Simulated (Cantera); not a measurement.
# Adiabatic ignition

An adiabatic, constant-pressure homogeneous reactor starts with CH4 : C2H6 : O2 : N2 = 1 : 0.15 : 3.12 : 11.7 (molar parts), equivalence ratio 0.81, at 1725 K and 12.0 bar.

Detailed kinetics in Cantera: GRI-Mech 3.0 (53 species, 325 reactions). The pressure lies above the range GRI-Mech 3.0 was tuned for (to about 10 atm).

```json
[
 {"t (s)": "3.00e-6", "T (K)": "1733", "x CH4": "0.0592", "x C2H6": "0.00712", "x O2": "0.192", "x HCN": "8.74e-11", "x H2O2": "1.09e-5", "x NO": "1.82e-10", "x CH3": "0.00151"},
 {"t (s)": "7.98e-6", "T (K)": "2487", "x CH4": "0.000287", "x C2H6": "5.31e-8", "x O2": "0.0738", "x HCN": "6.74e-6", "x H2O2": "1.88e-6", "x NO": "1.04e-5", "x CH3": "0.000311"},
 {"t (s)": "2.12e-5", "T (K)": "2942", "x CH4": "<1e-12", "x C2H6": "<1e-12", "x O2": "0.0428", "x HCN": "7.34e-10", "x H2O2": "1.48e-6", "x NO": "0.00158", "x CH3": "<1e-12"},
 {"t (s)": "5.64e-5", "T (K)": "2937", "x CH4": "<1e-12", "x C2H6": "<1e-12", "x O2": "0.0411", "x HCN": "1.05e-9", "x H2O2": "1.45e-6", "x NO": "0.00533", "x CH3": "<1e-12"},
 {"t (s)": "0.000150", "T (K)": "2929", "x CH4": "<1e-12", "x C2H6": "<1e-12", "x O2": "0.0383", "x HCN": "1.55e-9", "x H2O2": "1.38e-6", "x NO": "0.0117", "x CH3": "<1e-12"},
 {"t (s)": "0.000399", "T (K)": "2922", "x CH4": "<1e-12", "x C2H6": "<1e-12", "x O2": "0.0362", "x HCN": "1.91e-9", "x H2O2": "1.33e-6", "x NO": "0.0164", "x CH3": "<1e-12"},
 {"t (s)": "0.00106", "T (K)": "2921", "x CH4": "<1e-12", "x C2H6": "<1e-12", "x O2": "0.0360", "x HCN": "1.95e-9", "x H2O2": "1.33e-6", "x NO": "0.0170", "x CH3": "<1e-12"},
 {"t (s)": "0.00282", "T (K)": "2921", "x CH4": "<1e-12", "x C2H6": "<1e-12", "x O2": "0.0360", "x HCN": "1.95e-9", "x H2O2": "1.33e-6", "x NO": "0.0170", "x CH3": "<1e-12"},
 {"t (s)": "0.00751", "T (K)": "2921", "x CH4": "<1e-12", "x C2H6": "<1e-12", "x O2": "0.0360", "x HCN": "1.95e-9", "x H2O2": "1.33e-6", "x NO": "0.0170", "x CH3": "<1e-12"},
 {"t (s)": "0.0200", "T (K)": "2921", "x CH4": "<1e-12", "x C2H6": "<1e-12", "x O2": "0.0360", "x HCN": "1.95e-9", "x H2O2": "1.33e-6", "x NO": "0.0170", "x CH3": "<1e-12"},
 {"t (s)": "0.0531", "T (K)": "2921", "x CH4": "<1e-12", "x C2H6": "<1e-12", "x O2": "0.0360", "x HCN": "1.95e-9", "x H2O2": "1.33e-6", "x NO": "0.0170", "x CH3": "<1e-12"},
 {"t (s)": "0.141", "T (K)": "2921", "x CH4": "<1e-12", "x C2H6": "<1e-12", "x O2": "0.0360", "x HCN": "1.95e-9", "x H2O2": "1.33e-6", "x NO": "0.0170", "x CH3": "<1e-12"},
 {"t (s)": "0.376", "T (K)": "2921", "x CH4": "<1e-12", "x C2H6": "<1e-12", "x O2": "0.0360", "x HCN": "1.95e-9", "x H2O2": "1.33e-6", "x NO": "0.0170", "x CH3": "<1e-12"},
 {"t (s)": "1.00", "T (K)": "2921", "x CH4": "<1e-12", "x C2H6": "<1e-12", "x O2": "0.0360", "x HCN": "1.95e-9", "x H2O2": "1.33e-6", "x NO": "0.0170", "x CH3": "<1e-12"}
]
```
x: mole fraction; the columns are a selection and need not sum to one.

```yaml
time_of_steepest_temperature_rise: 7.84 µs
temperature at 1.00 s: 2921 K
equilibrium_temperature: 2921 K
x(CH4) at 1.00 s: <1e-12 (gas-phase equilibrium <1e-12)
x(C2H6) at 1.00 s: <1e-12 (gas-phase equilibrium <1e-12)
x(O2) at 1.00 s: 0.0360 (gas-phase equilibrium 0.0360)
```
